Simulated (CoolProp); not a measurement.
n-undecane along the isotherm 620 K: density (kg/m³) from the reference equation and from simpler models built on Tc = 638.8 K, pc = 19.90 bar, ω = 0.539; each cubic takes its own stable root.

The numbers come from the reference Helmholtz-energy equation of state, Aleksandrov 2011 in CoolProp. It is a short technical equation, of lower accuracy than the large ones.

```tsv
p (bar)	phase	reference	van der Waals	Redlich-Kwong	Peng-Robinson
16.6	liquid	395.5	85.49	96.25	…
33.2	liquid	437.5	272.8	343.1	395.7
49.8	liquid	458.6	295.2	374.7	427.4
66.3	liquid	473.5	309.6	396.0	449.4
82.9	liquid	485.3	320.4	412.5	466.6
99.5	liquid	495.2	329.1	425.9	480.7
116	liquid	503.7	336.3	437.3	492.6
133	liquid	511.4	342.6	447.4	503.2
149	liquid	518.0	347.8	455.8	512.0
166	liquid	…	…	463.8	520.5
182	liquid	529.8	356.9	470.6	527.6
199	liquid	535.3	360.9	477.2	534.6
```

Problem. Some entries are withheld; supply them.

Solution. 
- 16.6, Peng-Robinson: 330.8
- 166, reference: 524.3
- 166, van der Waals: 352.8

At some of these states van der Waals, Redlich-Kwong gives the other phase, because its saturation line lies elsewhere.
